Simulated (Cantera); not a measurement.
An isothermal, constant-pressure homogeneous reactor starts with 7.14 % NH3, 92.9 % N2, at 2200 K and 0.0133 bar.

Model: the gas-phase N/H chemistry of the illustrative SiF4/NH3 mechanism in the Surface Chemkin manual (1991), integrated in Cantera. Walls and surfaces, which speed up NH3 decomposition in real reactors, are not modelled.

x: mole fraction; the columns are a selection and need not sum to one.

| t (s) | x NH3 | x H | x N2H4 | x H2 | x NH2 | x N2H2 |
|---|---|---|---|---|---|---|
| 1.00e-6 | 0.0714 | 7.17e-8 | <1e-12 | 1.14e-9 | 7.41e-8 | <1e-12 |
| 4.01e-6 | 0.0714 | 2.75e-7 | <1e-12 | 1.79e-8 | 3.11e-7 | <1e-12 |
| 1.61e-5 | 0.0714 | 9.20e-7 | <1e-12 | 2.53e-7 | 1.43e-6 | <1e-12 |
| 6.46e-5 | 0.0714 | 2.01e-6 | <1e-12 | 2.70e-6 | 7.41e-6 | 1.77e-11 |
| 0.000259 | 0.0714 | 2.32e-6 | 1.76e-12 | 1.66e-5 | 3.54e-5 | 6.12e-10 |
| 0.00104 | 0.0713 | 2.41e-6 | 3.10e-11 | 7.44e-5 | 0.000148 | … |
| 0.00418 | 0.0707 | 5.16e-6 | 4.73e-10 | 0.000398 | 0.000577 | … |
| 0.0168 | 0.0665 | 4.73e-5 | 2.02e-9 | 0.00567 | 0.00119 | … |
| 0.0673 | 0.0493 | 0.000144 | 6.38e-10 | 0.0303 | 0.000671 | … |
| 0.270 | 0.0185 | 0.000356 | 1.04e-10 | 0.0737 | 0.000270 | … |
| 1.08 | 0.000975 | 0.000976 | 1.26e-12 | 0.0981 | 2.99e-5 | … |
| 4.35 | 9.27e-7 | 0.00488 | <1e-12 | 0.0973 | 1.44e-7 | 1.01e-12 |
| 17.4 | 7.90e-9 | 0.0133 | <1e-12 | 0.0927 | 3.50e-9 | <1e-12 |
| 70.0 | 5.21e-9 | 0.0149 | <1e-12 | 0.0918 | 2.61e-9 | <1e-12 |

**Question.** Complete the blanks.

**Answer.** 
- 0.00104, x N2H2: 1.47e-8
- 0.00418, x N2H2: 3.51e-7
- 0.0168, x N2H2: 2.48e-6
- 0.0673, x N2H2: 1.42e-6
- 0.270, x N2H2: 3.67e-7
- 1.08, x N2H2: 9.98e-9
